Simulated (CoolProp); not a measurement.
A closed Brayton cycle with carbon dioxide: compressor inlet 325.15 K and 9.2 MPa, high pressure 22.2 MPa, turbine inlet 965 K, compressor efficiency 0.89, turbine efficiency 0.9, recuperator effectiveness 0.95 (on enthalpy, no pinch check). Each further row changes one setting.

Computed with CoolProp (reference Helmholtz-energy equation of state, Span 1996).

```
case                           thermal efficiency (%)  net work (kJ/kg)  compressor to turbine work  compressor exit (K)  turbine exit (K)
-----------------------------  ----------------------  ----------------  --------------------------  -------------------  ----------------
as stated                                        40.6               100                        0.28                391.2             847.9
turbine inlet 915 K                              39.1              92.4                        0.29                391.2             801.9
compressor inlet 335.15 K                        40.0                 …                        0.32                409.2             847.9
high pressure 18.9 MPa                              …              84.3                        0.26                    …                 …
recuperator effectiveness 0.5                       …               100                        0.28                391.2             847.9
```

Question: Fill in the missing entries.

Answer: 
- compressor inlet 335.15 K, net work (kJ/kg): 93.6
- high pressure 18.9 MPa, thermal efficiency (%): 39.0
- high pressure 18.9 MPa, compressor exit (K): 379.0
- high pressure 18.9 MPa, turbine exit (K): 868.7
- recuperator effectiveness 0.5, thermal efficiency (%): 20.5
